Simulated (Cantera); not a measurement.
Charge: 1 mol SiF4, 1.4 mol C2H4, 69 mol H2, at 1075 K and 0.0190 bar.

Equilibrium computed with Cantera from the NASA thermochemical tables; the gas is ideal and each condensed phase is pure. Candidate condensed phases: C, C6H6, C7H8, C8H18, Si, SiC; 113 gas species. The tables' values for SiF3 are old estimates; treat these amounts as uncertain. Kinetics and transport are ignored.

Base state: H2 0.985, SiF4 0.0134, CH4 0.000831, HF 0.000351, SiHF3 0.000255, SiF3 3.10e-5 (mole fractions); condensed: C(graphite) + SiC(s).

Q: What changes in the equilibrium state with this change: pressure from 0.0190 bar to 0.0330 bar?

A: 
```csv
species,before,after
H2,0.985,0.984
SiF4,0.0134,0.0134
CH4,0.000831,0.00144
HF,0.000351,0.000316
SiF3,3.10e-5,2.61e-5
SiHF3,0.000255,0.000283
"C(graphite), mol",2.74,2.70
"SiC(s), mol",0.00108,0
```
